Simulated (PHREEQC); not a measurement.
Model water analysis in mg/L, 20 °C, pH 6.79, pe 11.1:

```json
[
 {"constituent": "Na", "mg/L": "0.0838"},
 {"constituent": "K", "mg/L": "0.0172"},
 {"constituent": "Ca", "mg/L": "0.149"},
 {"constituent": "Mg", "mg/L": "0.0545"},
 {"constituent": "Cl", "mg/L": "0.168"},
 {"constituent": "S(6) as SO4", "mg/L": "0.029"},
 {"constituent": "Alkalinity as HCO3", "mg/L": "0.644"},
 {"constituent": "Si as SiO2", "mg/L": "0.000353"}
]
```

Cl is adjusted to close the charge balance.
Valence states are taken as typed.

The numbers come from PHREEQC with the ion-association model, phreeqc.dat.

```json
[
 {"quantity": "HCO3- (mol/kgw)", "before": "1.07e-5", "after": "1.22e-5"},
 {"quantity": "CO2 (mol/kgw)", "before": "4.15e-6", "after": "4.73e-5"},
 {"quantity": "CO3-2 (mol/kgw)", "before": "2.82e-9", "after": "3.22e-10"},
 {"quantity": "CaHCO3+ (mol/kgw)", "before": "4.55e-10", "after": "5.19e-10"},
 {"quantity": "MgHCO3+ (mol/kgw)", "before": "2.68e-10", "after": "3.06e-10"},
 {"quantity": "CaSO4 (mol/kgw)", "before": "1.84e-10", "after": "1.83e-10"},
 {"quantity": "SI of Quartz (SiO2)", "before": "-4.18", "after": "-4.18"}
]
```

Problem. What was changed between the two runs?
(A) S(6) from 0.029 to 0.058 mg/L
(B) pH from 6.79 to 5.79 at the same alkalinity
(C) all concentrations times 3 at the same typed pH

Solution. B, pH from 6.79 to 5.79 at the same alkalinity

This is a speciation only: nothing precipitates in the calculation.
